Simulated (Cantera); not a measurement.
Input (Python, Cantera) and output of one run.

```python
import numpy as np
import cantera as ct

gas_names = """
    CO2
""".split()
cond_names = """
    CaO(s) CaO(L) C(gr) Ca(a) Ca(b) Ca(L)
""".split()


# ... load() reads the species with a 1 bar reference pressure and builds the phases ...
species = {s.name: s for s in load("nasa_gas.yaml", gas_names) + load("nasa_condensed.yaml", cond_names)}
# Each term lists the table entries of one substance; the one whose range holds T is used.
reactions = {
    '2 CaO + C = CO2(g) + 2 Ca':
        [(-2, ['CaO(s)', 'CaO(L)']), (-1, ['C(gr)']), (1, ['CO2']), (2, ['Ca(a)', 'Ca(b)', 'Ca(L)'])],
}


def pick(names, T):
    return next(species[n] for n in names if species[n].thermo.min_temp <= T <= species[n].thermo.max_temp)


results = []
for label, terms in reactions.items():
    print(label)
    print("     T/K   dH/kJ  dS/(J/K)   dG/kJ   log10 K")
    for T in [1000, 1025, 1050, 1075, 1100, 1125]:
        used = [(nu, pick(names, T)) for nu, names in terms]
        dH = sum(nu * s.thermo.h(T) for nu, s in used) / 1e6
        dS = sum(nu * s.thermo.s(T) for nu, s in used) / 1e3
        dG = dH - T * dS / 1e3
        logK = -dG * 1e6 / (ct.gas_constant * T * np.log(10))
        results.append((label, T, dH, dS, dG, logK, [s.name for _, s in used]))
        print(f"{T:8g} {dH:8.1f} {dS:8.1f} {dG:8.1f} {logK:8.2f}")
```

Output:

```
2 CaO + C = CO2(g) + 2 Ca
     T/K   dH/kJ  dS/(J/K)   dG/kJ   log10 K
    1000    871.4    207.5    663.9   -34.68
    1025    871.1    207.3    658.7   -33.57
    1050    870.9    207.1    653.5   -32.51
    1075    870.7    206.9    648.3   -31.50
    1100    870.6    206.7    643.2   -30.54
    1125    887.6    222.0    637.8   -29.61
```

Cantera with NASA thermochemical tables; ideal gases at 1 bar, condensed phases pure. Condensed species are held in their standard states even where they would react or evaporate.
